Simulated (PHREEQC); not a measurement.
Make-up at 25 °C: 0.26 mol NH4HF2, 0.00082 mol (NH4)2SiF6, 0.055 mol H3PO4 and 4.7e-05 mol HCl per kg of water. Closed to the air; pH follows from the charge balance.

Model: ion-association model, wateq4f.dat, run in PHREEQC.

Each row changes one thing in this solution. This is a speciation only: nothing precipitates in the calculation.

```json
[
 {"case": "as made", "pH": "2.99", "ionic strength (mol/kgw)": "0.264", "F- (mol/kgw)": "0.137", "HF (mol/kgw)": "0.134", "HF2- (mol/kgw)": "0.0747", "H2F2 (mol/kgw)": "0.0499", "SI of Quartz (SiO2)": "-11.72"},
 {"case": "NH4HF2 from 0.26 to 0.286 mol/kgw", "pH": "3.01", "ionic strength (mol/kgw)": "?", "F- (mol/kgw)": "0.151", "HF (mol/kgw)": "0.140", "HF2- (mol/kgw)": "0.0864", "H2F2 (mol/kgw)": "0.0544", "SI of Quartz (SiO2)": "-11.89"},
 {"case": "HCl from 4.7e-05 to 7.05e-05 mol/kgw", "pH": "2.99", "ionic strength (mol/kgw)": "0.264", "F- (mol/kgw)": "0.137", "HF (mol/kgw)": "0.134", "HF2- (mol/kgw)": "0.0747", "H2F2 (mol/kgw)": "0.0499", "SI of Quartz (SiO2)": "-11.72"},
 {"case": "temperature from 25 to 75 °C", "pH": "3.18", "ionic strength (mol/kgw)": "0.263", "F- (mol/kgw)": "0.114", "HF (mol/kgw)": "0.185", "HF2- (mol/kgw)": "0.0972", "H2F2 (mol/kgw)": "0.0134", "SI of Quartz (SiO2)": "-9.36"},
 {"case": "temperature from 25 to 80 °C", "pH": "?", "ionic strength (mol/kgw)": "0.263", "F- (mol/kgw)": "0.113", "HF (mol/kgw)": "0.189", "HF2- (mol/kgw)": "0.0975", "H2F2 (mol/kgw)": "0.0113", "SI of Quartz (SiO2)": "?"},
 {"case": "0.062 mol/kgw NH4Br added", "pH": "?", "ionic strength (mol/kgw)": "?", "F- (mol/kgw)": "0.136", "HF (mol/kgw)": "0.133", "HF2- (mol/kgw)": "0.0752", "H2F2 (mol/kgw)": "0.0500", "SI of Quartz (SiO2)": "-11.74"},
 {"case": "temperature from 25 to 55 °C", "pH": "3.08", "ionic strength (mol/kgw)": "0.264", "F- (mol/kgw)": "0.119", "HF (mol/kgw)": "0.167", "HF2- (mol/kgw)": "0.0924", "H2F2 (mol/kgw)": "0.0246", "SI of Quartz (SiO2)": "-10.31"}
]
```

Q: Fill in the missing entries.

A: 
- NH4HF2 from 0.26 to 0.286 mol/kgw, ionic strength (mol/kgw): 0.290
- temperature from 25 to 80 °C, pH: 3.22
- temperature from 25 to 80 °C, SI of Quartz (SiO2): -9.12
- 0.062 mol/kgw NH4Br added, pH: 2.98
- 0.062 mol/kgw NH4Br added, ionic strength (mol/kgw): 0.326

wateq4f.dat counts part of the HF as a dimer, H2F2, which phreeqc.dat doesn't know; its constant is uncertain. H3PO4, which wateq4f.dat lacks, is added to it with the constant of phreeqc.dat. Constants without temperature data keep their 25 °C values here. SiF6-2 is the database's only silicon fluoride.
